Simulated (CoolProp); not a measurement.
500 sccm (0 °C, 1 atm) of nitrogen bubbles through liquid the fluoroketone C6F12O (FK-5-1-12) at 292.1 K and leaves saturated at a total pressure of 0.15 MPa (ideal gas phase). Each further row changes one setting.

Model: reference Helmholtz-energy equation of state, McLinden 2015, in CoolProp.

```json
[
 {"case": "as stated", "vapour pressure (kPa)": "31.1", "mole fraction of vapour": "0.207", "delivery (mg/min)": "1840", "delivery (sccm)": "131", "change of delivery for a bath 1 K warmer (%)": "5.8"},
 {"case": "bath temperature 297.1 K", "vapour pressure (kPa)": "38.6", "mole fraction of vapour": "0.258", "delivery (mg/min)": "2450", "delivery (sccm)": "174", "change of delivery for a bath 1 K warmer (%)": "5.9"},
 {"case": "total pressure 0.3 MPa", "vapour pressure (kPa)": "31.1", "mole fraction of vapour": "0.104", "delivery (mg/min)": "816", "delivery (sccm)": "57.9", "change of delivery for a bath 1 K warmer (%)": "5.1"}
]
```
